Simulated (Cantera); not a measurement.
Feed: 1 mol SiCl4, 2.9 mol O2, 25 mol H2, at 1577 °C and 0.630 bar.

Equilibrium computed with Cantera from the NASA thermochemical tables; the gas is ideal and each condensed phase is pure. Candidate condensed phases: H2O, Si, SiO2; 30 gas species. The tables hold silica as quartz up to 1696 K and as liquid above; real silica turns to tridymite and cristobalite and melts near 1996 K. Gases not in the tables: Si(OH)4. Rates play no part.

Base state: H2 0.711, HCl 0.148, H2O 0.141, H 0.000572, Cl 9.06e-5, SiO 4.54e-5 (mole fractions); condensed: SiO2(condensed).

### Question
What changes in the equilibrium state with this change: O2 from 2.9 to 9 mol?

### Answer
| species | before | after |
|---|---|---|
| H2O | 0.141 | 0.592 |
| H2 | 0.711 | 0.259 |
| HCl | 0.148 | 0.148 |
| H | 0.000572 | 0.000345 |
| SiO | 4.54e-5 | 3.93e-6 |
| OH | 8.37e-6 | 5.84e-5 |
| Cl | 9.06e-5 | 0.000150 |
| SiO2(condensed), mol | 0.999 | 1.000 |
